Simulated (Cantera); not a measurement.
Input (Python, Cantera) and output of one run.

```python
import numpy as np
import cantera as ct

gas_names = """
    CL CL2 H HCL H2 Si SiCL SiCL2 SiCL3 SiCL4 SiH SiHCL3 SiH2 SiH2CL2 SiH3 SiH3CL SiH4 Si2 Si3
""".split()
cond_names = """
    Si(cr) Si(L)
""".split()


def load(file, names, dense=False):
    # The tables refer to 1 bar. Condensed volumes are neglected.
    table = {s.name: s for s in ct.Species.list_from_file(file)}
    out = []
    for n in names:
        d = dict(table[n].input_data)
        d["thermo"] = dict(d["thermo"], **{"reference-pressure": 1e5})
        if dense:
            d["equation-of-state"] = {"model": "constant-volume", "density": "1e6 g/cm^3"}
        out.append(ct.Species.from_dict(d))
    return out


gas = ct.Solution(thermo="ideal-gas", species=load("nasa_gas.yaml", gas_names))
cond = {s.name: ct.Solution(thermo="fixed-stoichiometry", species=[s], name=s.name)
        for s in load("nasa_condensed.yaml", cond_names, dense=True)}
atoms = {
    'SiCl4': {'Si': 1, 'CL': 4},
    'Cl2': {'CL': 2},
    'H2': {'H': 2},
}
top_T = {}  # K; cautious upper limits of use, not melting points


def equilibrate(T, P, feed):
    n = {}
    for name, mol in feed.items():
        for a, k in atoms[name].items():
            n[a] = n.get(a, 0.0) + k * mol
    gas.TPX = T, P, n
    mass = sum(n.values()) * gas.mean_molecular_weight
    gas.equilibrate("TP")
    valid = [c for c in cond.values() if c.min_temp <= T <= top_T.get(c.name, c.max_temp)]
    mix = ct.Mixture([(gas, mass / gas.mean_molecular_weight)] + [(c, 0.0) for c in valid])
    mix.T, mix.P = T, P
    mix.equilibrate("TP", solver="vcs", rtol=1e-11, max_steps=5000)
    return mix


results = []
feed = {'SiCl4': 1, 'Cl2': 2.9, 'H2': 5.3}  # mol
T = 1500  # K
P = 89000  # Pa
mix = equilibrate(T, P, feed)
results.append((T, P, feed, dict(zip(mix.species_names, mix.species_moles))))
x = sorted(zip(gas.X, gas.species_names), reverse=True)
print(f"T = {T:g} K  P = {P:g} Pa  gas = {mix.phase_moles(0):.4g} mol")
print("   x: " + "  ".join(f"{s} {v:.3e}" for v, s in x if v > 0.0001))
print("   condensed (mol): " + ("  ".join(f"{mix.phase(i).name} {mix.phase_moles(i):.4g}"
      for i in range(1, mix.n_phases) if mix.phase_moles(i) > 1e-12) or "none"))
```

Output:

```
T = 1500 K  P = 89000 Pa  gas = 9.273 mol
   x: HCL 6.448e-01  H2 2.473e-01  SiCL4 9.161e-02  SiCL3 9.467e-03  SiHCL3 3.639e-03  SiCL2 3.107e-03
   condensed (mol): none
```

These are equilibrium values from Cantera (NASA tables, ideal gas, pure condensed phases), not measurements of a reactor. The tables' values for SiCl3 are old estimates; treat these amounts as uncertain.
